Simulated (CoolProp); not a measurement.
Vapour pressure (bar) of R1234ze(E): the reference equation beside estimates from Tc = 109.4 °C, pc = 36.35 bar, ω = 0.313. Clausius-Clapeyron is anchored at -15.05 °C with a constant enthalpy of vaporisation of 22.05 kJ/mol.

Model: reference Helmholtz-energy equation of state, Thol 2016, in CoolProp.

| T (°C) | reference | Lee-Kesler | Clausius-Clapeyron | van der Waals | Redlich-Kwong |
|---|---|---|---|---|---|
| -67.95 | 0.06427 | 0.06153 | 0.08476 | 1.603 | 0.2069 |
| -59.15 | 0.1181 | 0.1138 | 0.1442 | 2.083 | 0.3431 |
| -50.35 | 0.2049 | 0.1988 | 0.2353 | 2.655 | 0.5413 |
| -41.55 | 0.3380 | 0.3303 | 0.3698 | 3.327 | 0.8182 |
| -32.75 | 0.5339 | 0.5253 | 0.5624 | 4.106 | 1.192 |
| -23.85 | 0.8154 | 0.8073 | 0.8338 | 5.010 | 1.687 |
| -15.05 | 1.198 | 1.193 | 1.198 | 6.025 | 2.313 |
| -6.25 | 1.710 | 1.709 | 1.681 | 7.168 | 3.093 |
| 2.55 | 2.376 | 2.383 | 2.309 | 8.444 | 4.048 |
| 11.35 | 3.227 | 3.244 | 3.109 | 9.859 | 5.197 |
| 20.15 | 4.294 | 4.321 | 4.112 | 11.42 | 6.559 |
| 28.95 | 5.608 | 5.646 | 5.351 | 13.13 | 8.152 |
| 37.75 | 7.206 | 7.253 | 6.861 | 14.99 | 9.996 |

Absolute difference from the reference over all 13 rows, mean and median: Lee-Kesler 1.5 and 0.7 %, Clausius-Clapeyron 8.3 and 4.6 %, van der Waals 685.6 and 402.9 %, Redlich-Kwong 107.0 and 93.1 %.
